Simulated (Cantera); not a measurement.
A perfectly stirred reactor is fed with CH3OH : O2 : N2 : H2O = 1 : 1.79 : 6.71 : 0.32 (molar parts), at 0.940 bar; it is adiabatic with a 725 K inlet, and is followed from long to short residence time, starting on the burning branch (τ in s: 0.49, 0.14, 0.039, 0.011, 0.0031, 0.00088, 0.00025, 7.1e-05, 2e-05).

Detailed kinetics in Cantera: GRI-Mech 3.0 (53 species, 325 reactions). GRI-Mech 3.0 was tuned for natural gas; its chemistry of methanol as a main component is partial and can be far from experiment.

x: mole fraction; the columns are a selection and need not sum to one.

```csv
τ (s),T (K),x CH3OH,x O2,x H2O,x CH4,x HCO
0.49,2275,1.34e-7,0.0282,0.218,5.93e-9,…
0.14,2274,4.51e-7,0.0289,0.217,1.85e-8,…
0.039,2265,1.47e-6,0.0301,0.216,4.89e-8,…
0.011,2235,4.23e-6,0.0318,0.214,9.30e-8,…
0.0031,2169,1.08e-5,0.0346,0.209,1.69e-7,…
0.00088,2076,2.75e-5,0.0383,0.202,4.85e-7,…
0.00025,1973,7.96e-5,0.0429,0.196,2.04e-6,…
7.1e-5,1860,0.000321,0.0518,0.192,1.16e-5,…
2.0e-5,725,0.102,0.182,0.0326,<1e-12,<1e-12
```

**Question.** What belongs in the gaps?

**Answer.** 
- 0.49, x HCO: 7.07e-9
- 0.14, x HCO: 2.35e-8
- 0.039, x HCO: 8.34e-8
- 0.011, x HCO: 2.97e-7
- 0.0031, x HCO: 1.05e-6
- 0.00088, x HCO: 3.63e-6
- 0.00025, x HCO: 1.24e-5
- 7.1e-5, x HCO: 4.51e-5
